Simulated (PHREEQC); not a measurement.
A solution holds 0.072 mol Cu(NO3)2, 0.29 mol H2SO4 and 0.025 mol KCl per kg of water, at 70 °C. Closed to the air; pH follows from the charge balance.

Equilibrium calculation in PHREEQC: ion-association model, phreeqc.dat.

No solid was allowed to form.

Q: Order these Cu species by the share of Cu that they hold, largest first: Cu+2, CuSO4, CuCl+.

A: Cu+2 (82 %), CuSO4 (11 %), CuCl+ (6.6 %)

The pH is 0.63 and the ionic strength 0.535 mol/kgw. At this temperature some constants are extrapolated from 25 °C, and those without enthalpy data are left unchanged.
